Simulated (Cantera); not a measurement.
A perfectly stirred reactor is fed with 91.3 % N2O, 8.68 % H2O, at 10.00 Torr; it is held at 1300 K, and followed from long to short residence time.

Cantera simulation using GRI-Mech 3.0 (53 species, 325 reactions); the numbers are that mechanism's predictions, not measurements. GRI-Mech 3.0 was tuned for natural gas; its chemistry of N2O as a main component is partial and can be far from experiment. Radical loss at walls, strong at low pressure, is not modelled. The mechanism lacks the step 2 NO + O2 → 2 NO2, which can matter for NO2 below about 1400 K. The temperature is held fixed by assumption; the heat of reaction is taken as removed at once.

x: mole fraction; the columns are a selection and need not sum to one.

```csv
τ (s),x N2O,x H2O,x H2O2,x H2,x NO,x OH
1.5,0.796,0.0832,1.90e-8,[?],0.00900,8.39e-5
0.58,0.864,0.0852,4.42e-8,[?],0.00376,7.70e-5
0.23,0.893,0.0861,8.29e-8,[?],0.00154,6.91e-5
0.090,0.905,0.0865,1.25e-7,[?],0.000628,6.06e-5
0.035,0.910,0.0866,1.46e-7,[?],0.000258,5.08e-5
0.014,0.912,0.0867,1.10e-7,[?],0.000107,3.89e-5
0.0055,0.913,0.0867,3.34e-8,[?],4.18e-5,2.41e-5
```

### Question
Some entries are withheld; supply them.

### Answer

- 1.5, x H2: 4.07e-7
- 0.58, x H2: 5.02e-7
- 0.23, x H2: 6.32e-7
- 0.090, x H2: 6.89e-7
- 0.035, x H2: 5.23e-7
- 0.014, x H2: 2.49e-7
- 0.0055, x H2: 6.72e-8
